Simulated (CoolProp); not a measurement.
Vapour-liquid equilibrium of p-xylene (1) + n-undecane (2) at 325.2 K; x and y are mole fractions of (1).

Values from CoolProp's multi-fluid Helmholtz-energy mixture model, Zhou 2012 and Aleksandrov 2011; pair parameters Bell 2016.

Problem. Give the bubble pressure and the first vapour's composition at x = 0.65, 0.875, 0.95. Is there an azeotrope?

Solution. x = 0.65: 3.232 kPa, y = 0.960; x = 0.875: 4.229 kPa, y = 0.989; x = 0.95: 4.563 kPa, y = 0.996. No azeotrope shows between x = 0.05 and 0.95.

The pair parameters rest on a limited set of measurements; away from them the model extrapolates.
